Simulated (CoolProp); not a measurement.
Aqueous potassium acetate as a coolant, at 27 °C, 1 atm.

Model: Melinder's fits for secondary coolants, in CoolProp.

```tsv
mass %	freezing point (°C)	density (kg/m³)	Prandtl number	conductivity (W/(m K))	cp (kJ/(kg K))
3.4	-1.3	(withheld)	6.27	0.598	(withheld)
7	-3.0	1035	6.78	0.586	3.926
10.7	-4.9	1052	7.38	0.573	3.804
14.4	-7.1	(withheld)	8.05	0.560	3.689
18	-9.6	1088	8.79	0.548	3.582
21.7	-12.7	1108	9.67	0.536	3.475
25.4	-16.7	1128	10.7	0.524	3.371
29.1	-21.7	1149	12.0	0.512	3.269
32.7	-27.6	1170	13.5	0.501	3.171
```

Problem. Fill in the missing entries.

Solution. 
- 3.4, density (kg/m³): 1017
- 3.4, cp (kJ/(kg K)): 4.052
- 14.4, density (kg/m³): 1070
